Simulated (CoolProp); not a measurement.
Model: reference Helmholtz-energy equation of state, Gedanitz 2015, in CoolProp.

### Question
Give the vapour pressure (MPa), vapour density (kg/m³), enthalpy of vaporisation (kJ/kg), liquid cp (kJ/(kg K)) of saturated cyclopentane at 344.5, 451.7 K.

### Answer
| T (K) | p (MPa) | vapour density (kg/m³) | enthalpy of vaporisation (kJ/kg) | liquid cp (kJ/(kg K)) |
|---|---|---|---|---|
| 344.5 | 0.199 | 5.16 | 372 | 2.05 |
| 451.7 | 1.91 | 49.6 | 253 | 2.83 |
